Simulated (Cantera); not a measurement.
**PbO + H2 + H2O (hydrogen reduction and annealing atmospheres)**

Input: 1 mol PbO, 34 mol H2, 0.18 mol H2O, equilibrated at 1073 K and 42.0 Pa.

These are equilibrium values from Cantera (NASA tables, ideal gas, pure condensed phases), not measurements of a reactor. Candidate condensed phases: H2O, Pb, PbO, PbO2, Pb3O4; 12 gas species. Kinetics and transport are ignored.

```
Property                               Result
----------------------------------  ---------
x(H2)                                   0.938
x(H2O)                                 0.0335
x(Pb)                                  0.0284
gas amount                          35.18 mol
log10 activity of Pb(l) (absent)        -0.79
log10 activity of PbO2(s) (absent)     -18.90
```
